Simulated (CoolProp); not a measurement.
Vapour-liquid equilibrium of ethanol (1) + n-hexane (2) at 0.468 MPa; x and y are mole fractions of (1).

Values from CoolProp's multi-fluid Helmholtz-energy mixture model, Schroeder 2014 and Thol 2019; pair parameters Bell 2016.

Task: Give the bubble temperature and the first vapour's composition at x = 0.15, 0.45, 0.75. Is there an azeotrope?

Result: x = 0.15: 112.7 °C, y = 0.335; x = 0.45: 109.4 °C, y = 0.459; x = 0.75: 111.6 °C, y = 0.578. y crosses x between x = 0.45 and 0.55: the model has an azeotrope there.

Pair parameters are fitted to limited data, so mixtures are less certain than the pure fluids.
